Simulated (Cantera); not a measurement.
A Cantera script and its output.

```python
import numpy as np
import cantera as ct

gas = ct.Solution("h2o2.yaml")
gas.TPX = 623, 220000, {'H2': 1, 'O2': 0.385, 'N2': 1.62, 'H2O': 0.28}
flame = ct.FreeFlame(gas, width=0.023)
flame.set_refine_criteria(ratio=3, slope=0.08, curve=0.16)
flame.transport_model = "mixture-averaged"
flame.solve(loglevel=0, auto=True)
flame.transport_model = "multicomponent"
flame.soret_enabled = False
flame.solve(loglevel=0, refine_grid=True)
z, T = flame.grid, flame.T
thick = (T[-1] - T[0]) / np.gradient(T, z).max()
show = ['H2', 'O2', 'H2O', 'H2O2', 'O', 'H']
print(f"laminar burning velocity  {flame.velocity[0] * 100:.3f} cm/s")
print(f"burnt temperature         {T[-1]:.1f} K")
print(f"thermal thickness         {thick * 1e3:.4f} mm")
print(f"grid points               {len(z)}")
z0 = z[flame.heat_release_rate.argmax()]
print(f"{'z/mm':>9s}{'T/K':>9s}{'u/(m/s)':>9s}" + "".join(f"{s:>11s}" for s in show))
rows = []
for k in (-3, -2, -1.5, -1, -0.5, -0.25, 0, 0.25, 0.5, 1, 2, 4, 8):
    zz = z0 + k * thick
    rows.append([k * thick, np.interp(zz, z, T), np.interp(zz, z, flame.velocity),
                 *(np.interp(zz, z, flame.X[gas.species_index(s)]) for s in show)])
    print(f"{rows[-1][0] * 1e3:9.3f}{rows[-1][1]:9.1f}{rows[-1][2]:9.3f}" + "".join(f"{x:11.3e}" for x in rows[-1][3:]))
```

Output:

```
laminar burning velocity  705.451 cm/s
burnt temperature         2291.0 K
thermal thickness         0.1587 mm
grid points               105
     z/mm      T/K  u/(m/s)         H2         O2        H2O       H2O2          O          H
   -0.476    623.0    7.055  3.044e-01  1.172e-01  8.524e-02  9.685e-14  1.381e-14  1.125e-15
   -0.317    623.0    7.054  3.044e-01  1.172e-01  8.524e-02  1.223e-11  5.091e-12  4.643e-13
   -0.238    623.0    7.054  3.044e-01  1.172e-01  8.524e-02  1.685e-10  9.874e-11  1.158e-11
   -0.159    623.2    7.054  3.041e-01  1.172e-01  8.528e-02  1.140e-08  1.045e-08  9.418e-09
   -0.079    646.3    7.256  2.973e-01  1.176e-01  8.713e-02  7.585e-06  7.113e-06  6.874e-05
   -0.040    867.4    9.500  2.647e-01  1.111e-01  1.097e-01  3.722e-05  2.488e-04  3.226e-03
    0.000   1270.3   13.500  1.892e-01  8.099e-02  1.799e-01  1.223e-05  2.422e-03  2.063e-02
    0.040   1565.2   16.397  1.166e-01  3.763e-02  2.626e-01  4.062e-06  4.872e-03  3.956e-02
    0.079   1716.9   17.867  8.800e-02  1.698e-02  3.008e-01  2.561e-06  5.006e-03  4.331e-02
    0.159   1862.6   19.226  7.944e-02  8.034e-03  3.198e-01  1.431e-06  4.054e-03  3.641e-02
    0.317   1994.9   20.410  7.898e-02  4.994e-03  3.308e-01  7.770e-07  2.638e-03  2.605e-02
    0.635   2106.8   21.380  7.829e-02  2.814e-03  3.409e-01  4.403e-07  1.432e-03  1.727e-02
    1.270   2187.7   22.061  7.746e-02  1.377e-03  3.491e-01  2.553e-07  6.754e-04  1.097e-02
```

Computed with Cantera and the H2/O2 subset of GRI-Mech 3.0, which has no nitrogen chemistry. The hydrogen kinetics of GRI-Mech 3.0 are dated; newer H2 mechanisms differ, most at raised pressure. Burning velocities carry a grid error of a few per cent, more on coarse grids.
